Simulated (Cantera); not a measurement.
Boron, boron nitride and boron oxide: BF₃ + O₂ + H₂O

A closed system holds: 1 mol BF₃, 0.12 mol O₂, 0.076 mol H₂O, at 130 Pa.

Cantera equilibrium calculation (NASA polynomials, part measured and part estimated; ideal gas, pure solids and liquids). Candidate condensed phases: B, B₂O₃, B₃O₃H₃, H₂O; 43 gas species. The tables' values for BF₂ are old estimates; treat these amounts as uncertain. Kinetics and transport are ignored.

From 1198 K to 1748 K nothing is condensed. The main B-bearing gas is BF₃ throughout.

```
T (K)  x BF₃   x HF    x O₂   x BOF  x B₃O₃F₃       x F
-----  -----  -----  ------  ------  --------  --------
1198   0.734  0.118  0.0951  0.0489   0.00327   3.04e-8
1248   0.728  0.118  0.0945  0.0573  0.000584   1.15e-7
1298   0.727  0.119  0.0944  0.0592   8.42e-5   4.15e-7
1348   0.727  0.119  0.0943  0.0595   1.31e-5   1.38e-6
1398   0.726  0.119  0.0943  0.0596   2.32e-6   4.23e-6
1448   0.726  0.119  0.0943  0.0597   4.62e-7   1.20e-5
1498   0.726  0.119  0.0943  0.0597   1.03e-7   3.18e-5
1548   0.726  0.119  0.0943  0.0597   2.52e-8   7.90e-5
1598   0.726  0.119  0.0942  0.0598   6.80e-9  0.000186
1648   0.726  0.119  0.0941  0.0599   1.99e-9  0.000414
1698   0.725  0.119  0.0938  0.0601  6.32e-10  0.000878
1748   0.724  0.119  0.0934  0.0605  2.17e-10   0.00178
```
x: gas mole fraction; nothing condenses.
